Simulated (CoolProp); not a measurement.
Vapour-liquid equilibrium of benzene (1) + toluene (2) at 13.65 °C; x and y are mole fractions of (1).

Computed with CoolProp (multi-fluid Helmholtz-energy mixture model, Thol 2012 and Lemmon 2006; pair parameters Bell 2016).

### Question
Give the bubble pressure and the first vapour's composition at x = 0.125, 0.5, 0.575. Is there an azeotrope?

### Answer
x = 0.125: 0.002703 MPa, y = 0.334; x = 0.5: 0.004679 MPa, y = 0.781; x = 0.575: 0.005077 MPa, y = 0.828. No azeotrope shows between x = 0.05 and 0.95.

Pair parameters are fitted to limited data, so mixtures are less certain than the pure fluids.
